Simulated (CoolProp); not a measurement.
Model: reference Helmholtz-energy equation of state, Span 1996, in CoolProp.

### Question
Give the vapour pressure (kPa), liquid density (kg/m³), enthalpy of vaporisation (kJ/kg), liquid cp (kJ/(kg K)) of saturated carbon dioxide at -40.25, 2.55, 7.95 °C.

### Answer
```json
[
 {"T (°C)": "-40.25", "p (kPa)": "995", "liquid density (kg/m³)": "1120", "enthalpy of vaporisation (kJ/kg)": "323", "liquid cp (kJ/(kg K))": "2.01"},
 {"T (°C)": "2.55", "p (kPa)": "3730", "liquid density (kg/m³)": "912", "enthalpy of vaporisation (kJ/kg)": "223", "liquid cp (kJ/(kg K))": "2.63"},
 {"T (°C)": "7.95", "p (kPa)": "4280", "liquid density (kg/m³)": "876", "enthalpy of vaporisation (kJ/kg)": "205", "liquid cp (kJ/(kg K))": "2.87"}
]
```
